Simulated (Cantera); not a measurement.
A closed system holds: 1 mol PbS, 2.7 mol H2, at 1275 K and 75.0 Torr.

Equilibrium computed with Cantera from the NASA thermochemical tables; the gas is ideal and each condensed phase is pure. Candidate condensed phases: Pb, PbS, S; 10 gas species. Gases not in the tables: S3 to S7. Equilibrium is a limit: real reactors are often held back by kinetics, nucleation or transport.

Base state: H2 0.698, PbS 0.213, H2S 0.0693, Pb 0.0189, S2 0.000576, SH 0.000114 (mole fractions); condensed: Pb(l).

Problem. What changes in the equilibrium state with this change: pressure from 75.0 Torr to 21.8 Torr?

Solution. 
```tsv
species	before	after
H2	0.698	0.692
PbS	0.213	0.232
Pb	0.0189	0.0382
H2S	0.0693	0.0369
SH	0.000114	0.000113
S2	0.000576	0.000573
Pb(l), mol	0.182	0
```
